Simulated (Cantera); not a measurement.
Charge: 1 mol TiO2, 4.9 mol H2, held at 0.330 bar.

Method: chemical equilibrium by Gibbs-energy minimisation in Cantera with the NASA 1993 tables (ideal gas, pure condensed phases). Candidate condensed phases: H2O, Ti, TiO, TiO2, Ti2O3, Ti3O5, Ti4O7; 12 gas species. Mutual solubility and eutectic melting of coexisting phases are not modelled. Condensed phases not in the tables: Magnéli phases beyond Ti4O7. The numbers say what is thermodynamically allowed, not how fast it happens.

Over these rows the condensed part is TiO2(rutile) + Ti4O7(s). Partial pressures as log10 of bar:

| T (K) | 1000/T (1/K) | log p H2O | log p H2 |
|---|---|---|---|
| 1075 | 0.9302 | -4.13 | -0.48 |
| 1175 | 0.8511 | -3.58 | -0.48 |
| 1275 | 0.7843 | -3.11 | -0.48 |
| 1375 | 0.7273 | -2.71 | -0.48 |
| 1475 | 0.6780 | ? | -0.49 |
| 1575 | 0.6349 | -2.06 | -0.49 |

**Question.** Fit log p(H2O) = a + b·(1000/T) to the five rows, give the apparent enthalpy, and predict the row at 1475 K.

**Answer.** Means: 1000/T = 0.7856, log p = -3.118. Sxy = -0.359834, Sxx = 0.0513105, so b = -7.01 and a = -3.118 − (-7.01)×0.7856 = 2.39.
Apparent enthalpy: −19.145 × (-7.01) = 134 kJ/mol. With the condensed phases at unit activity, 4 TiO2(rutile) + H2(g) = H2O(g) + Ti4O7(s) links this pressure to the main gases: over the six rows their terms move log p by -0.01 in all, so the slope is close to that reaction's ΔH°. The five rows lie within 0.01 of the line.
Prediction at 1475 K: 2.39 + (-7.01)×0.6780 = -2.36. The computed value is -2.36, 0.00 from the line.
